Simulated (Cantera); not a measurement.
A perfectly stirred reactor is fed with CH4 : CO : O2 : N2 = 1 : 0.15 : 2.77 : 10.4 (molar parts), equivalence ratio 0.75, at 13.0 bar; it is adiabatic with a 800 K inlet, and is followed from long to short residence time, starting on the burning branch (τ in s: 0.028, 0.014, 0.0069, 0.0035, 0.0017, 0.00087, 0.00044, 0.00022, 0.00011, 5.5e-05).

Computed with Cantera and GRI-Mech 3.0 (53 species, 325 reactions). The pressure lies above the range GRI-Mech 3.0 was tuned for (to about 10 atm).

Question: What does this change do: pressure from 13.0 bar to 1.20 bar?

Answer: 
```csv
quantity,before,after
"blow-out, bracketed by the residence times tried","burning at 55.0 µs, the shortest tried","burning at 55.0 µs, the shortest tried"
x(CH4) at τ = 28.0 ms,9.48e-7,4.73e-6
x(CO) at τ = 28.0 ms,0.00127,0.00401
x(O2) at τ = 28.0 ms,0.0467,0.0486
x(O) at τ = 28.0 ms,0.000312,0.00106
x(CH2O) at τ = 28.0 ms,1.59e-7,8.50e-7
x(CH4) at τ = 0.870 ms,2.50e-5,6.92e-5
x(CO) at τ = 0.870 ms,0.00241,0.0130
x(O2) at τ = 0.870 ms,0.0489,0.0532
x(O) at τ = 0.870 ms,0.000432,0.00382
x(CH2O) at τ = 0.870 ms,4.36e-6,1.19e-5
```

Question: What does this change do: 0.46 parts H2 added?

Answer: 
```
quantity                                                                          before                                   after
------------------------------------------------  --------------------------------------  --------------------------------------
blow-out, bracketed by the residence times tried  burning at 55.0 µs, the shortest tried  burning at 55.0 µs, the shortest tried
x(CH4) at τ = 28.0 ms                                                            9.48e-7                                 5.63e-7
x(CO) at τ = 28.0 ms                                                             0.00127                                 0.00313
x(O2) at τ = 28.0 ms                                                              0.0467                                  0.0298
x(O) at τ = 28.0 ms                                                             0.000312                                0.000492
x(CH2O) at τ = 28.0 ms                                                           1.59e-7                                 1.04e-7
x(CH4) at τ = 0.870 ms                                                           2.50e-5                                 1.56e-5
x(CO) at τ = 0.870 ms                                                            0.00241                                 0.00421
x(O2) at τ = 0.870 ms                                                             0.0489                                  0.0327
x(O) at τ = 0.870 ms                                                            0.000432                                0.000621
x(CH2O) at τ = 0.870 ms                                                          4.36e-6                                 2.98e-6
```
